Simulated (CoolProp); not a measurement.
Normal hydrogen at 298.15 K and 1.36 MPa is throttled through a valve to 0.605 MPa with no heat exchange. Each further row changes one setting.

The numbers come from the reference Helmholtz-energy equation of state, Leachman 2009 in CoolProp.

```csv
case,temperature change (K),final density (kg/m³)
as stated,+0.2,0.490
outlet pressure 0.181 MPa,___,___
outlet pressure 0.786 MPa,+0.2,___
```

**Question.** Complete the blanks.

**Answer.** 
- outlet pressure 0.181 MPa, temperature change (K): +0.4
- outlet pressure 0.181 MPa, final density (kg/m³): 0.147
- outlet pressure 0.786 MPa, final density (kg/m³): 0.636
